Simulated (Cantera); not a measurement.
Feed: 1 mol FeS, 0.29 mol H2S, 1.4 mol O2, 0.17 mol SO3, equilibrated at 1 atm.

Cantera equilibrium calculation (NASA polynomials, part measured and part estimated; ideal gas, pure solids and liquids). Candidate condensed phases: Fe, FeO, Fe(OH)2, Fe(OH)3, FeS, FeSO4, FeS2, Fe2O3, Fe2(SO4)3, Fe3O4, H2O, H2SO4, S; 22 gas species. Mutual solubility and eutectic melting of coexisting phases are not modelled. FeS: taken at fixed stoichiometry. Gases not in the tables: S3 to S7. The numbers say what is thermodynamically allowed, not how fast it happens.

**Question.** At 1100 K, list the 6 most abundant gas species with their mole fractions, and the condensed phases.

**Answer.** SO2 0.757, H2O 0.203, S2 0.0302, H2S 0.00540, S2O 0.00353, H2 0.000608. Condensed: FeS(s) + Fe3O4(s).
